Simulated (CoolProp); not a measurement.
R22 along the isobar 61.8 bar: fugacity coefficient from the reference equation and from simpler models built on Tc = 369.3 K, pc = 49.90 bar, ω = 0.221; each cubic takes its own stable root.

The numbers come from the reference Helmholtz-energy equation of state, Kamei 1995 in CoolProp.

```json
[
 {"T (K)": "344.9", "phase": "liquid", "reference": "(withheld)", "Redlich-Kwong": "0.4386", "Peng-Robinson": "0.4015"},
 {"T (K)": "358.2", "phase": "liquid", "reference": "(withheld)", "Redlich-Kwong": "(withheld)", "Peng-Robinson": "(withheld)"},
 {"T (K)": "371.5", "phase": "supercritical", "reference": "(withheld)", "Redlich-Kwong": "(withheld)", "Peng-Robinson": "0.5581"},
 {"T (K)": "384.8", "phase": "supercritical", "reference": "0.6400", "Redlich-Kwong": "0.6384", "Peng-Robinson": "0.6222"},
 {"T (K)": "398.1", "phase": "supercritical", "reference": "0.6862", "Redlich-Kwong": "0.6799", "Peng-Robinson": "(withheld)"},
 {"T (K)": "411.4", "phase": "supercritical", "reference": "0.7224", "Redlich-Kwong": "0.7124", "Peng-Robinson": "0.7016"},
 {"T (K)": "424.7", "phase": "supercritical", "reference": "0.7528", "Redlich-Kwong": "0.7400", "Peng-Robinson": "0.7320"},
 {"T (K)": "438.1", "phase": "supercritical", "reference": "0.7792", "Redlich-Kwong": "(withheld)", "Peng-Robinson": "0.7587"}
]
```

### Question
Some entries are withheld; supply them.

### Answer

- 344.9, reference: 0.4038
- 358.2, reference: 0.4859
- 358.2, Redlich-Kwong: 0.5102
- 358.2, Peng-Robinson: 0.4806
- 371.5, reference: 0.5688
- 371.5, Redlich-Kwong: 0.5792
- 398.1, Peng-Robinson: 0.6662
- 438.1, Redlich-Kwong: 0.7640
